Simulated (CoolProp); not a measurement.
20 sccm (0 °C, 1 atm) of nitrogen bubbles through liquid n-undecane at 312.9 K and leaves saturated at a total pressure of 0.00419 MPa (ideal gas phase). Each further row changes one setting.

The numbers come from the reference Helmholtz-energy equation of state, Aleksandrov 2011 in CoolProp. It is a short technical equation, of lower accuracy than the large ones.

```
case                        vapour pressure (kPa)  mole fraction of vapour  delivery (mg/min)  delivery (sccm)  change of delivery for a bath 1 K warmer (%)
--------------------------  ---------------------  -----------------------  -----------------  ---------------  --------------------------------------------
as stated                                   0.167                   0.0398                  …                …                                             …
bath temperature 317.9 K                        …                   0.0555               8.19             1.17                                           7.1
total pressure 0.00838 MPa                  0.167                        …                  …            0.406                                           7.1
```

**Question.** What belongs in the gaps?

**Answer.** 
- as stated, delivery (mg/min): 5.78
- as stated, delivery (sccm): 0.829
- as stated, change of delivery for a bath 1 K warmer (%): 7.3
- bath temperature 317.9 K, vapour pressure (kPa): 0.232
- total pressure 0.00838 MPa, mole fraction of vapour: 0.0199
- total pressure 0.00838 MPa, delivery (mg/min): 2.83
